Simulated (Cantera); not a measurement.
# Catalytic stagnation flow on Pt

A jet of 4.36 % H2, 7.37 % O2, 88.3 % N2, equivalence ratio 0.30 at 300 K and 0.0316 atm hits a platinum plate 4.4 cm away at a mass flux of 0.11 kg/m²/s; the plate temperature is set and raised in steps from an oxygen-covered start.

Model: Deutschmann's 1995 Pt surface mechanism with GRI-Mech 3.0 gas chemistry, integrated in Cantera. Catalytic surfaces can have several steady states; this one follows from the mechanism file's or the stated starting coverage.

```json
[
 {"plate T (K)": "500", "wall x H2": "0.00431", "wall x O2": "0.0314", "wall x H2O": "0.0774", "wall x OH": "<1e-8", "θ free Pt": "0.201", "θ O*": "0.773", "θ OH*": "0.0254"},
 {"plate T (K)": "550", "wall x H2": "0.00430", "wall x O2": "0.0315", "wall x H2O": "0.0768", "wall x OH": "<1e-8", "θ free Pt": "0.212", "θ O*": "0.773", "θ OH*": "0.0145"},
 {"plate T (K)": "600", "wall x H2": "0.00429", "wall x O2": "0.0316", "wall x H2O": "0.0762", "wall x OH": "<1e-8", "θ free Pt": "0.223", "θ O*": "0.768", "θ OH*": "0.00896"},
 {"plate T (K)": "650", "wall x H2": "0.00429", "wall x O2": "0.0318", "wall x H2O": "0.0757", "wall x OH": "<1e-8", "θ free Pt": "0.232", "θ O*": "0.762", "θ OH*": "0.00593"},
 {"plate T (K)": "700", "wall x H2": "0.00428", "wall x O2": "0.0319", "wall x H2O": "0.0752", "wall x OH": "<1e-8", "θ free Pt": "0.242", "θ O*": "0.754", "θ OH*": "0.00415"},
 {"plate T (K)": "750", "wall x H2": "0.00424", "wall x O2": "0.0320", "wall x H2O": "0.0748", "wall x OH": "<1e-8", "θ free Pt": "0.254", "θ O*": "0.742", "θ OH*": "0.00306"}
]
```
x: mole fraction at the wall; θ: surface coverage.
